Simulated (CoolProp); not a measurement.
Vapour-liquid equilibrium of hydrogen sulfide (1) + isobutane (2) at -34.85 °C; x and y are mole fractions of (1).

The numbers come from the multi-fluid Helmholtz-energy mixture model, Lemmon 2006 and Bücker 2006; pair parameters Kunz 2012 in CoolProp.

```json
[
 {"x": "0.05", "bubble pressure (kPa)": "65.35", "y at the bubble point": "0.454", "dew pressure at overall composition x (kPa)": "38.93", "liquid density (mol/L)": "11.01"},
 {"x": "0.125", "bubble pressure (kPa)": "106.6", "y at the bubble point": "(withheld)", "dew pressure at overall composition x (kPa)": "42.10", "liquid density (mol/L)": "11.60"},
 {"x": "0.2", "bubble pressure (kPa)": "143.8", "y at the bubble point": "(withheld)", "dew pressure at overall composition x (kPa)": "45.82", "liquid density (mol/L)": "12.24"},
 {"x": "0.275", "bubble pressure (kPa)": "175.3", "y at the bubble point": "0.833", "dew pressure at overall composition x (kPa)": "(withheld)", "liquid density (mol/L)": "12.93"},
 {"x": "0.35", "bubble pressure (kPa)": "200.7", "y at the bubble point": "0.863", "dew pressure at overall composition x (kPa)": "55.65", "liquid density (mol/L)": "(withheld)"},
 {"x": "0.425", "bubble pressure (kPa)": "220.8", "y at the bubble point": "0.883", "dew pressure at overall composition x (kPa)": "62.31", "liquid density (mol/L)": "14.53"},
 {"x": "0.5", "bubble pressure (kPa)": "236.5", "y at the bubble point": "0.898", "dew pressure at overall composition x (kPa)": "70.78", "liquid density (mol/L)": "15.46"},
 {"x": "0.575", "bubble pressure (kPa)": "249.2", "y at the bubble point": "0.909", "dew pressure at overall composition x (kPa)": "81.89", "liquid density (mol/L)": "16.51"},
 {"x": "0.65", "bubble pressure (kPa)": "260.2", "y at the bubble point": "(withheld)", "dew pressure at overall composition x (kPa)": "(withheld)", "liquid density (mol/L)": "(withheld)"},
 {"x": "0.725", "bubble pressure (kPa)": "270.7", "y at the bubble point": "0.931", "dew pressure at overall composition x (kPa)": "119.1", "liquid density (mol/L)": "19.07"},
 {"x": "0.8", "bubble pressure (kPa)": "281.6", "y at the bubble point": "0.943", "dew pressure at overall composition x (kPa)": "153.6", "liquid density (mol/L)": "20.66"},
 {"x": "0.875", "bubble pressure (kPa)": "293.4", "y at the bubble point": "0.959", "dew pressure at overall composition x (kPa)": "212.2", "liquid density (mol/L)": "22.53"},
 {"x": "0.95", "bubble pressure (kPa)": "306.5", "y at the bubble point": "0.981", "dew pressure at overall composition x (kPa)": "286.8", "liquid density (mol/L)": "24.76"}
]
```

Question: Fill in the missing entries.

Answer: 
- 0.125, y at the bubble point: 0.686
- 0.2, y at the bubble point: 0.782
- 0.275, dew pressure at overall composition x (kPa): 50.26
- 0.35, liquid density (mol/L): 13.69
- 0.65, y at the bubble point: 0.920
- 0.65, dew pressure at overall composition x (kPa): 97.10
- 0.65, liquid density (mol/L): 17.71

No azeotrope shows between x = 0.05 and 0.95.

Pair parameters are fitted to limited data, so mixtures are less certain than the pure fluids. With so large a gap from Raoult's law the liquid may split in two, which this calculation doesn't test in full.
